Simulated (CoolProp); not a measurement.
Propylene glycol along the isotherm 620 K: Z from the reference equation and from simpler models built on Tc = 674.0 K, pc = 7.292 MPa, ω = 0.327; each cubic takes its own stable root.

Model: reference Helmholtz-energy equation of state, Eisenbach 2021, in CoolProp.

| p (MPa) | phase | reference |
|---|---|---|
| 0.0346 | gas | 0.9979 |
| 0.0522 | gas | 0.9968 |
| 0.0787 | gas | 0.9951 |
| 0.119 | gas | 0.9926 |
| 0.179 | gas | 0.9888 |
| 0.27 | gas | 0.9830 |
| 0.408 | gas | 0.9742 |
| 0.615 | gas | 0.9605 |
| 0.928 | gas | 0.9392 |
| 1.4 | gas | 0.9052 |
| 2.11 | gas | 0.8487 |
| 4.81 | liquid | 0.1049 |
| 7.25 | liquid | 0.1553 |
| 10.9 | liquid | 0.2285 |

Question: How far does each simpler model (van der Waals, Redlich-Kwong, Soave-Redlich-Kwong, Peng-Robinson) lie from the reference over these 14 states: mean and median of the absolute difference, and the worst?

Answer: 
- van der Waals: mean 45.3 %, median 0.7 %, worst +527.1 % at 620 K and 4.81 MPa
- Redlich-Kwong: mean 3.5 %, median 0.2 %, worst +20.1 % at 620 K and 4.81 MPa
- Soave-Redlich-Kwong: mean 2.0 %, median 0.0 %, worst +11.8 % at 620 K and 4.81 MPa
- Peng-Robinson: mean 0.9 %, median 0.3 %, worst -5.2 % at 620 K and 10.9 MPa

At some of these states van der Waals gives the other phase, because its saturation line lies elsewhere.
